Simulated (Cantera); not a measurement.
# Thermodynamics of nitride etching, feed BN + H2O + N2

Input: 1 mol BN, a varied amount of H2O, 1.7 mol N2, equilibrated at 1.00 bar.

Method: chemical equilibrium by Gibbs-energy minimisation in Cantera with the NASA 1993 tables (ideal gas, pure condensed phases). Candidate condensed phases: B, BN, B2O3, B3O3H3, H2O; 39 gas species. Mutual solubility and eutectic melting of coexisting phases are not modelled. Gases not in the tables: H3BO3. Kinetics and transport are ignored.

Question: Map the stable condensed phases over T = 1248, 1323, 1398, 1473, 1548, 1623, 1698, 1773, 1848, 1923, 1998 K and n(H2O) in mol = 0.17, 0.56, 0.95, 1.3, 1.7, 2.1, 2.5, 2.9, 3.3, 3.7.

Answer: 
```
T in K \ n(H2O) in mol
         0.17 0.56 0.95  1.3  1.7  2.1  2.5  2.9  3.3  3.7
   1998     A    B    B    B    C    D    D    D    D    D
   1923     B    B    B    B    C    C    C    D    D    D
   1848     B    B    B    B    C    C    C    C    C    D
   1773     B    B    B    B    C    C    C    C    C    C
   1698     B    B    B    B    C    C    C    C    C    C
   1623     B    B    B    B    C    C    C    C    C    C
   1548     B    B    B    B    C    C    C    C    C    C
   1473     B    B    B    B    C    C    C    C    C    C
   1398     B    B    B    B    C    C    C    C    C    C
   1323     B    B    B    B    C    C    C    C    C    C
   1248     B    B    B    B    C    C    C    C    C    C
```
A: BN; B: BN + B2O3; C: B2O3; D: gas only.
